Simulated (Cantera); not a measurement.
## Thermodynamics of silicon nitride deposition, feed SiH₄ + N₂

Charge: 1 mol SiH₄, 2 mol N₂, equilibrated at 0.360 bar.

Method: chemical equilibrium by Gibbs-energy minimisation in Cantera with the NASA 1993 tables (ideal gas, pure condensed phases). Candidate condensed phases: Si, Si₃N₄; 18 gas species. N₂ is the only nitrogen source here; it is nearly inert below about 1500 K, so the nitride shown seldom forms there in practice. The tables' values for SiN are old estimates; treat these amounts as uncertain. Gases not in the tables: Si₂H₆ and higher silanes. Rates play no part.

From 650 °C to 1650 °C the condensed part is Si₃N₄(s). From 1750 °C to 1850 °C the condensed part is Si(l).

| T (°C) | x H₂ | x N₂ | x H | x Si | x NH₃ | x SiH | x SiH₂ | x Si₂N | n Si₃N₄(s) | n Si(l) |
|---|---|---|---|---|---|---|---|---|---|---|
| 650 | 0.600 | 0.400 | 3.16e-10 | <1e-12 | 0.000107 | <1e-12 | <1e-12 | <1e-12 | 0.333 | 0 |
| 750 | 0.600 | 0.400 | 5.34e-9 | <1e-12 | 5.31e-5 | <1e-12 | <1e-12 | <1e-12 | 0.333 | 0 |
| 850 | 0.600 | 0.400 | 5.50e-8 | <1e-12 | 2.97e-5 | <1e-12 | <1e-12 | <1e-12 | 0.333 | 0 |
| 950 | 0.600 | 0.400 | 3.88e-7 | <1e-12 | 1.82e-5 | <1e-12 | <1e-12 | <1e-12 | 0.333 | 0 |
| 1050 | 0.600 | 0.400 | 2.05e-6 | <1e-12 | 1.20e-5 | <1e-12 | 2.30e-11 | <1e-12 | 0.333 | 0 |
| 1150 | 0.600 | 0.400 | 8.58e-6 | 6.96e-12 | 8.37e-6 | 1.45e-11 | 5.18e-10 | <1e-12 | 0.333 | 0 |
| 1250 | 0.600 | 0.400 | 2.98e-5 | 3.21e-10 | 6.12e-6 | 4.36e-10 | 7.72e-9 | 1.41e-12 | 0.333 | 0 |
| 1350 | 0.600 | 0.400 | 8.92e-5 | 9.18e-9 | 4.65e-6 | 8.56e-9 | 8.20e-8 | 1.00e-10 | 0.333 | 0 |
| 1450 | 0.600 | 0.400 | 0.000235 | 1.77e-7 | 3.65e-6 | 1.18e-7 | 6.58e-7 | 4.27e-9 | 0.333 | 0 |
| 1550 | 0.600 | 0.400 | 0.000559 | 2.44e-6 | 2.94e-6 | 1.21e-6 | 4.18e-6 | 1.19e-7 | 0.333 | 0 |
| 1650 | 0.599 | 0.400 | 0.00122 | 2.55e-5 | 2.42e-6 | 9.70e-6 | 2.18e-5 | 2.34e-6 | 0.333 | 0 |
| 1750 | 0.498 | 0.499 | 0.00223 | 0.000158 | 1.73e-6 | 4.30e-5 | 6.02e-5 | 2.12e-5 | 0 | 0.999 |
| 1850 | 0.496 | 0.499 | 0.00421 | 0.000472 | 1.47e-6 | 0.000103 | 0.000102 | 4.65e-5 | 0 | 0.997 |
x: gas mole fraction; n: condensed amount in mol.
